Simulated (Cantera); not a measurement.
An adiabatic, constant-volume homogeneous reactor starts with CH₄ : C₂H₆ : O₂ : N₂ = 1 : 0.078 : 4.74 : 17.8 (molar parts), at 1325 K and 2.60 bar. Integrator tolerance rtol = 1e-08.

Computed with Cantera and GRI-Mech 3.0 (53 species, 325 reactions).

What does this change do: pressure from 2.60 bar to 0.710 bar?


```tsv
quantity	before	after
time of steepest temperature rise	0.702 ms	1.68 ms
temperature at 4.00 s	2482 K	2449 K
equilibrium temperature	2482 K	2449 K
x(CH₄) at 4.00 s	<1e-12 (gas-phase equilibrium <1e-12)	<1e-12 (gas-phase equilibrium <1e-12)
x(C₂H₆) at 4.00 s	<1e-12 (gas-phase equilibrium <1e-12)	<1e-12 (gas-phase equilibrium <1e-12)
x(O₂) at 4.00 s	0.0953 (gas-phase equilibrium 0.0953)	0.0955 (gas-phase equilibrium 0.0955)
x(H₂O₂) at 4.00 s	4.15e-7 (gas-phase equilibrium 4.15e-7)	1.97e-7 (gas-phase equilibrium 1.97e-7)
x(H) at 4.00 s	0.000284 (gas-phase equilibrium 0.000284)	0.000596 (gas-phase equilibrium 0.000596)
```

What does this change do: 0.078 parts H2 added?


```csv
quantity,before,after
time of steepest temperature rise,0.702 ms,0.499 ms
temperature at 4.00 s,2482 K,2498 K
equilibrium temperature,2482 K,2498 K
x(CH₄) at 4.00 s,<1e-12 (gas-phase equilibrium <1e-12),<1e-12 (gas-phase equilibrium <1e-12)
x(C₂H₆) at 4.00 s,<1e-12 (gas-phase equilibrium <1e-12),<1e-12 (gas-phase equilibrium <1e-12)
x(O₂) at 4.00 s,0.0953 (gas-phase equilibrium 0.0953),0.0934 (gas-phase equilibrium 0.0934)
x(H₂O₂) at 4.00 s,4.15e-7 (gas-phase equilibrium 4.15e-7),4.39e-7 (gas-phase equilibrium 4.39e-7)
x(H) at 4.00 s,0.000284 (gas-phase equilibrium 0.000284),0.000321 (gas-phase equilibrium 0.000321)
```
